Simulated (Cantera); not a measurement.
Charge: 1 mol TiO₂, 2.7 mol HCl, at 952 °C and 1.90 bar.

Method: chemical equilibrium by Gibbs-energy minimisation in Cantera with the NASA 1993 tables (ideal gas, pure condensed phases). Candidate condensed phases: H₂O, Ti, TiCl₂, TiCl₃, TiCl₄, TiO, TiO₂, Ti₂O₃, Ti₃O₅, Ti₄O₇; 23 gas species. Gases not in the tables: TiO(OH)₂. Kinetics and transport are ignored.

Base state: HCl 0.986, H₂O 0.00932, TiCl₄ 0.00466, H₂ 5.04e-5, Cl₂ 3.73e-5, Cl 2.70e-5 (mole fractions); condensed: TiO₂(rutile).

Question: What changes in the equilibrium state with this change: pressure from 1.90 bar to 0.130 bar?

Answer: 
| species | before | after |
|---|---|---|
| HCl | 0.986 | 0.994 |
| H₂O | 0.00932 | 0.00386 |
| TiCl₄ | 0.00466 | 0.00193 |
| Cl | 2.70e-5 | 8.81e-5 |
| H₂ | 5.04e-5 | 7.04e-5 |
| Cl₂ | 3.73e-5 | 2.71e-5 |
| TiO₂(rutile), mol | 0.987 | 0.995 |
